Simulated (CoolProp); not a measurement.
Vapour-liquid equilibrium of carbon dioxide (1) + dimethyl ether (2) at -34.35 °C; x and y are mole fractions of (1).

Model: multi-fluid Helmholtz-energy mixture model, Span 1996 and Wu 2011; pair parameters Bell 2016, in CoolProp.

| x | bubble pressure, mixture model (MPa) | bubble pressure, Raoult's law (MPa) | y, mixture model | y, Raoult's law |
|---|---|---|---|---|
| 0.05 | [?] | 0.1238 | [?] | 0.497 |
| 0.2 | 0.2284 | 0.2984 | 0.761 | 0.824 |
| 0.35 | 0.3793 | 0.4731 | [?] | 0.910 |
| 0.5 | [?] | 0.6478 | 0.937 | 0.949 |
| 0.65 | [?] | 0.8225 | 0.967 | 0.972 |
| 0.8 | 0.9514 | 0.9972 | [?] | 0.987 |
| 0.95 | [?] | 1.172 | 0.997 | 0.997 |

Q: Complete the blanks.

A: 
- 0.05, bubble pressure, mixture model (MPa): 0.1022
- 0.05, y, mixture model: 0.383
- 0.35, y, mixture model: 0.881
- 0.5, bubble pressure, mixture model (MPa): 0.5534
- 0.65, bubble pressure, mixture model (MPa): 0.7465
- 0.8, y, mixture model: 0.985
- 0.95, bubble pressure, mixture model (MPa): 1.160

The largest gap from Raoult's law is -23.5 % in bubble pressure, at x = 0.2. No azeotrope shows between x = 0.05 and 0.95.

Pair parameters are fitted to limited data, so mixtures are less certain than the pure fluids.
